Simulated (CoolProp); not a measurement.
Vapour-liquid equilibrium of ethanol (1) + n-heptane (2) at 416.9 K; x and y are mole fractions of (1).

Computed with CoolProp (multi-fluid Helmholtz-energy mixture model, Schroeder 2014 and Span 2003; pair parameters Bell 2016).

```csv
x,bubble pressure (MPa),y at the bubble point,dew pressure at overall composition x (MPa),liquid density (mol/L)
0.05,0.4571,0.290,0.3427,5.817
0.15,0.6243,0.496,0.3834,6.151
0.25,0.7139,0.577,0.4335,6.548
0.35,0.7653,0.622,0.4969,7.026
0.45,0.7988,0.655,0.5786,7.608
0.55,0.8238,0.688,0.6831,8.322
0.65,0.8434,0.726,0.7939,9.200
0.75,0.8565,0.776,0.8510,10.28
0.85,0.8597,0.845,0.8595,11.63
0.95,0.8483,0.940,0.8464,13.30
```

y crosses x between x = 0.75 and 0.85: the model has an azeotrope there.

The pair parameters rest on a limited set of measurements; away from them the model extrapolates. With so large a gap from Raoult's law the liquid may split in two, which this calculation doesn't test in full.
